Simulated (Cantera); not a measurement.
Standard-state values (1 bar) from the NASA 1993 polynomials, evaluated with Cantera. Values are per mole of reaction as written; species without (g) are pure solids or liquids, kept so even where they would boil at 1 bar.

**Question.** Between 300 and 2273 K, where is each reaction favourable under standard conditions?
- 2 H(g) + CaS → H2S(g) + Ca

**Answer.** 
- 2 H(g) + CaS → H2S(g) + Ca: ΔG° is 28 kJ at 300 K and 149 kJ at 2273 K; it stays positive (K < 1). ΔH° is -1 kJ and ΔS° -66 J/K at 2273 K.
